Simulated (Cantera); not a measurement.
Gas-phase reforming

A perfectly stirred reactor is fed with CH4 : H2O : H2 = 1 : 1 : 0.36 (molar parts), at 1200 Torr; it is held at 1800 K, and followed from long to short residence time.

Computed with Cantera and GRI-Mech 3.0 (53 species, 325 reactions).

```tsv
τ (s)	x CH4	x H2O	x H2	x H	x HCO
0.51	0.0257	0.115	0.669	0.000231	3.09e-8
0.23	0.0347	0.153	0.635	0.000223	2.48e-8
0.11	0.0461	0.192	0.598	0.000214	1.95e-8
0.048	0.0640	0.238	0.551	0.000201	1.52e-8
0.022	0.0878	0.276	0.505	0.000186	1.34e-8
0.010	0.121	0.309	0.456	0.000169	1.42e-8
0.0046	0.165	0.335	0.404	0.000151	1.73e-8
```
x: mole fraction; the columns are a selection and need not sum to one.
